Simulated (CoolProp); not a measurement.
A Linde-Hampson liquefier for nitrogen: isothermal reversible compression at 290 K from 1 atm to 25 MPa, throttling to 1 atm, return gas leaving the recuperator 5 K below the feed. Each further row changes one setting.

Values from CoolProp's reference Helmholtz-energy equation of state, Span 2000.

```
case                        liquid yield per pass  compression work (kJ/kg of gas)
--------------------------  ---------------------  -------------------------------
as stated                              (withheld)                              475
high pressure 50 MPa                   (withheld)                       (withheld)
warm-end temperature 320 K             (withheld)                       (withheld)
warm-end gap 10 K                      (withheld)                              475
```

Question: What belongs in the gaps?

Answer: 
- as stated, liquid yield per pass: 0.081
- high pressure 50 MPa, liquid yield per pass: 0.087
- high pressure 50 MPa, compression work (kJ/kg of gas): 547
- warm-end temperature 320 K, liquid yield per pass: 0.056
- warm-end temperature 320 K, compression work (kJ/kg of gas): 528
- warm-end gap 10 K, liquid yield per pass: 0.069
